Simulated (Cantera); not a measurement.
Input: 1 mol Al(CH₃)₃, 23 mol O₂, 170 mol H₂, held at 1325 K and 3.20 mbar.

These are equilibrium values from Cantera (NASA tables, ideal gas, pure condensed phases), not measurements of a reactor. Candidate condensed phases: Al, Al₂O₃, C, C₆H₆, C₇H₈, C₈H₁₈, H₂O; 121 gas species. The feed counts by its element totals alone. Kinetics and transport are ignored.

**Question.** What is the equilibrium state?

**Answer.** 
```json
{
 "x(H₂)": "0.752",
 "x(H₂O)": "0.231",
 "x(CO)": "0.0145",
 "x(CO₂)": "0.00240",
 "x(H)": "2.51e-5",
 "n(Al₂O₃(s))": "0.500 mol",
 "gas_amount": "177.5 mol",
 "log10 activity of C(graphite) (absent)": "-5.96",
 "log10 activity of Al(l) (absent)": "-13.64"
}
```
